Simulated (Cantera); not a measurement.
## Premixed flame

A freely propagating, adiabatic, planar premixed flame of 19.6 % H2, 16.9 % O2, 63.5 % N2, equivalence ratio 0.58, unburnt at 398 K and 5.20 bar; multicomponent+Soret transport, grid criteria slope 0.08 and curve 0.16, no radiation.

Detailed kinetics in Cantera: the H2/O2 subset of GRI-Mech 3.0, which has no nitrogen chemistry. The hydrogen kinetics of GRI-Mech 3.0 are dated; newer H2 mechanisms differ, most at raised pressure. Burning velocities carry a grid error of a few per cent, more on coarse grids. Lean hydrogen flames are cellular in practice and burn faster than this planar one.

```json
[
 {"z (mm)": "-0.254", "T (K)": "398", "u (m/s)": "0.566", "x H2": "0.191", "x O2": "0.170", "x OH": "<1e-8", "x H2O2": "7.22e-8", "x O": "<1e-8", "x H2O": "2.93e-5"},
 {"z (mm)": "-0.169", "T (K)": "402", "u (m/s)": "0.562", "x H2": "0.177", "x O2": "0.173", "x OH": "<1e-8", "x H2O2": "1.15e-6", "x O": "<1e-8", "x H2O": "0.000374"},
 {"z (mm)": "-0.127", "T (K)": "412", "u (m/s)": "0.566", "x H2": "0.160", "x O2": "0.176", "x OH": "<1e-8", "x H2O2": "5.80e-6", "x O": "<1e-8", "x H2O": "0.00162"},
 {"z (mm)": "-0.0846", "T (K)": "465", "u (m/s)": "0.618", "x H2": "0.127", "x O2": "0.180", "x OH": "<1e-8", "x H2O2": "3.93e-5", "x O": "2.85e-8", "x H2O": "0.00923"},
 {"z (mm)": "-0.0423", "T (K)": "749", "u (m/s)": "0.964", "x H2": "0.0773", "x O2": "0.169", "x OH": "8.35e-6", "x H2O2": "0.000193", "x O": "6.11e-6", "x H2O": "0.0500"},
 {"z (mm)": "-0.0212", "T (K)": "1073", "u (m/s)": "1.37", "x H2": "0.0508", "x O2": "0.146", "x OH": "0.000271", "x H2O2": "0.000181", "x O": "0.000167", "x H2O": "0.0959"},
 {"z (mm)": "0", "T (K)": "1398", "u (m/s)": "1.79", "x H2": "0.0261", "x O2": "0.118", "x OH": "0.00152", "x H2O2": "2.30e-5", "x O": "0.00107", "x H2O": "0.147"},
 {"z (mm)": "0.0212", "T (K)": "1599", "u (m/s)": "2.05", "x H2": "0.0110", "x O2": "0.0976", "x OH": "0.00338", "x H2O2": "4.35e-6", "x O": "0.00185", "x H2O": "0.179"},
 {"z (mm)": "0.0423", "T (K)": "1701", "u (m/s)": "2.19", "x H2": "0.00485", "x O2": "0.0891", "x OH": "0.00421", "x H2O2": "2.74e-6", "x O": "0.00172", "x H2O": "0.193"},
 {"z (mm)": "0.0846", "T (K)": "1780", "u (m/s)": "2.29", "x H2": "0.00153", "x O2": "0.0852", "x OH": "0.00363", "x H2O2": "1.51e-6", "x O": "0.000889", "x H2O": "0.202"},
 {"z (mm)": "0.169", "T (K)": "1814", "u (m/s)": "2.33", "x H2": "0.000373", "x O2": "0.0847", "x OH": "0.00209", "x H2O2": "6.68e-7", "x O": "0.000251", "x H2O": "0.206"},
 {"z (mm)": "0.339", "T (K)": "1824", "u (m/s)": "2.34", "x H2": "8.11e-5", "x O2": "0.0848", "x OH": "0.00108", "x H2O2": "2.74e-7", "x O": "6.33e-5", "x H2O": "0.207"},
 {"z (mm)": "0.677", "T (K)": "1827", "u (m/s)": "2.34", "x H2": "2.93e-5", "x O2": "0.0849", "x OH": "0.000706", "x H2O2": "1.59e-7", "x O": "2.64e-5", "x H2O": "0.207"}
]
```
x: mole fraction of selected species; z is measured from the peak of heat release.

| Quantity | Value |
|---|---|
| laminar burning velocity | 56.9 cm/s |
| thermal thickness | 0.0846 mm |
| peak x(OH) | 0.00424 |
| peak x(H2O2) | 0.000218 |
| peak x(O) | 0.00188 |
| grid points | 115 |
